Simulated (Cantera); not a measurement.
A perfectly stirred reactor is fed with 4.40 % CH₄, 0.383 % H₂, 20.0 % O₂, 75.2 % N₂, at 13.0 bar; it is adiabatic with a 475 K inlet, and is followed from long to short residence time, starting on the burning branch (τ in s: 0.11, 0.042, 0.016, 0.0064, 0.0025, 0.00097, 0.00038, 0.00015, 5.7e-05).

Computed with Cantera and GRI-Mech 3.0 (53 species, 325 reactions). The pressure lies above the range GRI-Mech 3.0 was tuned for (to about 10 atm).

One state of this run: T (K) = 1523; x CH₄ = 4.77e-5; x H₂ = 1.34e-5; x O₂ = 0.110; x H = 1.71e-7; x NO₂ = 3.39e-8. x: mole fraction; the columns are a selection and need not sum to one.

Problem. Which value of τ (s) does it belong to?
A. 0.00097
B. 0.042
C. 0.00015
D. 0.00038

Solution. B, 0.042
